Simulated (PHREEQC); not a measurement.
A solution holds 29 mmol/kgw CdCl2, 0.09 mmol/kgw KCl and 7.1 mmol/kgw H2SO4, at 25 °C. Closed to the air; pH follows from the charge balance.

Model: ion-association model, wateq4f.dat, run in PHREEQC.

```json
{
  "pH": "1.98",
  "ionic_strength": "0.0611 mol/kgw",
  "total_alkalinity": "-14.2 meq/kg"
}
```

| species | molality | activity | log γ |
|---|---|---|---|
| Cl- | 0.0391 | 0.0312 | -0.097 |
| CdCl+ | 0.0156 | 0.0126 | -0.092 |
| H+ | 0.0124 | 0.0104 | -0.073 |
| Cd+2 | 0.00987 | 0.00424 | -0.367 |
| SO4-2 | 0.00336 | 0.00146 | -0.361 |
| HSO4- | 0.00184 | 0.00149 | -0.092 |
| CdSO4 | 0.00177 | 0.00179 | 0.006 |

This is a speciation only: nothing precipitates in the calculation. Complexes and solids missing from the database can't appear.
